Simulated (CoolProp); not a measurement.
Aqueous propylene glycol as a coolant, at -5 °C, 1 atm.

Computed with CoolProp (Melinder's fits for secondary coolants).

```json
[
 {"mass %": "22.4", "freezing point (°C)": "-8.4", "cp (kJ/(kg K))": "3.895", "viscosity (mPa s)": "6.13", "conductivity (W/(m K))": "0.456", "Prandtl number": "52.4"},
 {"mass %": "27.4", "freezing point (°C)": "-11.2", "cp (kJ/(kg K))": "3.827", "viscosity (mPa s)": "8.03", "conductivity (W/(m K))": "0.435", "Prandtl number": "70.6"},
 {"mass %": "32.4", "freezing point (°C)": "-14.4", "cp (kJ/(kg K))": "3.752", "viscosity (mPa s)": "10.6", "conductivity (W/(m K))": "0.415", "Prandtl number": "95.8"},
 {"mass %": "37.4", "freezing point (°C)": "-18.3", "cp (kJ/(kg K))": "3.671", "viscosity (mPa s)": "14.0", "conductivity (W/(m K))": "0.395", "Prandtl number": "130"},
 {"mass %": "42.5", "freezing point (°C)": "-23.0", "cp (kJ/(kg K))": "3.580", "viscosity (mPa s)": "18.3", "conductivity (W/(m K))": "0.375", "Prandtl number": "175"},
 {"mass %": "47.5", "freezing point (°C)": "-28.8", "cp (kJ/(kg K))": "3.484", "viscosity (mPa s)": "23.6", "conductivity (W/(m K))": "0.357", "Prandtl number": "231"},
 {"mass %": "52.5", "freezing point (°C)": "-36.0", "cp (kJ/(kg K))": "3.383", "viscosity (mPa s)": "29.9", "conductivity (W/(m K))": "0.339", "Prandtl number": "299"},
 {"mass %": "57.5", "freezing point (°C)": "-44.8", "cp (kJ/(kg K))": "3.279", "viscosity (mPa s)": "37.2", "conductivity (W/(m K))": "0.321", "Prandtl number": "380"}
]
```
